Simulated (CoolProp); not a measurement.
Values from CoolProp's reference Helmholtz-energy equation of state, Smukala 2000.

### Question
Give the vapour pressure (MPa), liquid density (kg/m³), vapour density (kg/m³) of saturated ethylene at -136.15, -87.15, -82.25 °C.

### Answer
```csv
T (°C),p (MPa),liquid density (kg/m³),vapour density (kg/m³)
-136.15,0.00897,612,0.222
-87.15,0.245,543,4.74
-82.25,0.308,536,5.87
```
